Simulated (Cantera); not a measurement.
**Thermodynamics of aluminium nitride and oxide growth, feed Al(CH₃)₃ + N₂O + N₂**

Input: 1 mol Al(CH₃)₃, 12 mol N₂O, 97 mol N₂, held at 1425 °C.

These are equilibrium values from Cantera (NASA tables, ideal gas, pure condensed phases), not measurements of a reactor. Candidate condensed phases: Al, AlN, Al₂O₃, C, C₆H₆, C₇H₈, C₈H₁₈, H₂O; 148 gas species. The feed counts by its element totals alone. Gases not in the tables: Al(OH)₃. The numbers say what is thermodynamically allowed, not how fast it happens.

```
P (Pa)  log p N₂  log p H₂O  log p CO₂  log p CO  log p O₂  n Al₂O₃(s)
------  --------  ---------  ---------  --------  --------  ----------
10         -4.03      -5.44      -5.65     -6.49     -6.67       0.500
32         -3.52      -4.93      -5.13     -6.13     -6.33       0.500
100        -3.03      -4.42      -4.62     -5.79     -6.00       0.500
320        -2.52      -3.92      -4.10     -5.44     -5.67       0.500
1000       -2.03      -3.42      -3.60     -5.11     -5.34       0.500
3200       -1.52      -2.91      -3.09     -4.76     -5.01       0.500
10000      -1.03      -2.42      -2.60     -4.43     -4.69       0.500
32000      -0.52      -1.91      -2.09     -4.08     -4.36       0.500
100000     -0.03      -1.41      -1.59     -3.74     -4.05       0.500
```
log p: log10 of the partial pressure in bar; n: condensed amount in mol.

From 10.0 Pa to 1.00 bar the condensed part is Al₂O₃(s).
